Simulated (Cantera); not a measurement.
A closed system holds: 1 mol BCl3, a varied amount of O2, equilibrated at 410 Pa.

Method: chemical equilibrium by Gibbs-energy minimisation in Cantera with the NASA 1993 tables (ideal gas, pure condensed phases). Candidate condensed phases: B, B2O3; 18 gas species. The tables' values for BCl2 are old estimates. Rates play no part.

What condenses at these points (T in K, n(O2) in mol): (1100, 1.4); (1700, 5.9); (1400, 3.6); (1150, 0.31); (1050, 3.6)?


```json
[
 {"T (K)": "1100", "n(O2) in mol": "1.4", "condensed phases": "B2O3", "B condensed (%)": "100.0"},
 {"T (K)": "1700", "n(O2) in mol": "5.9", "condensed phases": "gas only", "B condensed (%)": "0.0"},
 {"T (K)": "1400", "n(O2) in mol": "3.6", "condensed phases": "B2O3", "B condensed (%)": "99.1"},
 {"T (K)": "1150", "n(O2) in mol": "0.31", "condensed phases": "B2O3", "B condensed (%)": "16.9"},
 {"T (K)": "1050", "n(O2) in mol": "3.6", "condensed phases": "B2O3", "B condensed (%)": "100.0"}
]
```
